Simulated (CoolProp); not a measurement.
Vapour-liquid equilibrium of ethanol (1) + n-decane (2) at 0.322 MPa; x and y are mole fractions of (1).

Values from CoolProp's multi-fluid Helmholtz-energy mixture model, Schroeder 2014 and Lemmon 2006; pair parameters Bell 2016.

Task: Give the bubble temperature and the first vapour's composition at x = 0.425, 0.575, 0.875. Is there an azeotrope?

Result: x = 0.425: 119.1 °C, y = 0.942; x = 0.575: 117.8 °C, y = 0.946; x = 0.875: 113.7 °C, y = 0.971. No azeotrope shows between x = 0.05 and 0.95.

The pair parameters rest on a limited set of measurements; away from them the model extrapolates. With so large a gap from Raoult's law the liquid may split in two, which this calculation doesn't test in full.
